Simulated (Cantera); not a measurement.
Chlorosilane synthesis and conversion: SiCl₄ + Cl₂ + H₂

Input: 1 mol SiCl₄, 0.89 mol Cl₂, 0.83 mol H₂, equilibrated at 0.133 bar.

Method: chemical equilibrium by Gibbs-energy minimisation in Cantera with the NASA 1993 tables (ideal gas, pure condensed phases). Candidate condensed phases: Si; 19 gas species. The tables' values for SiCl₃ are old estimates; treat these amounts as uncertain. Equilibrium is a limit: real reactors are often held back by kinetics, nucleation or transport.

```json
[
 {"T (°C)": "925", "x HCl": "0.610", "x SiCl₄": "0.367", "x Cl": "0.00184", "x Cl₂": "0.0211", "x SiCl₃": "9.60e-7", "x SiCl₂": "2.22e-11", "x H₂": "2.24e-8"},
 {"T (°C)": "1000", "x HCl": "0.609", "x SiCl₄": "0.367", "x Cl": "0.00377", "x Cl₂": "0.0201", "x SiCl₃": "4.79e-6", "x SiCl₂": "4.09e-10", "x H₂": "7.19e-8"},
 {"T (°C)": "1075", "x HCl": "0.608", "x SiCl₄": "0.366", "x Cl": "0.00698", "x Cl₂": "0.0185", "x SiCl₃": "2.03e-5", "x SiCl₂": "5.66e-9", "x H₂": "2.11e-7"},
 {"T (°C)": "1150", "x HCl": "0.607", "x SiCl₄": "0.365", "x Cl": "0.0118", "x Cl₂": "0.0161", "x SiCl₃": "7.63e-5", "x SiCl₂": "6.30e-8", "x H₂": "5.91e-7"},
 {"T (°C)": "1225", "x HCl": "0.605", "x SiCl₄": "0.364", "x Cl": "0.0180", "x Cl₂": "0.0130", "x SiCl₃": "0.000261", "x SiCl₂": "5.98e-7", "x H₂": "1.63e-6"},
 {"T (°C)": "1300", "x HCl": "0.602", "x SiCl₄": "0.362", "x Cl": "0.0251", "x Cl₂": "0.00964", "x SiCl₃": "0.000834", "x SiCl₂": "5.05e-6", "x H₂": "4.51e-6"},
 {"T (°C)": "1375", "x HCl": "0.600", "x SiCl₄": "0.359", "x Cl": "0.0325", "x Cl₂": "0.00672", "x SiCl₃": "0.00250", "x SiCl₂": "3.83e-5", "x H₂": "1.24e-5"}
]
```
x: gas mole fraction; nothing condenses.

From 925 °C to 1375 °C nothing is condensed. The main Si-bearing gas is SiCl₄ throughout.
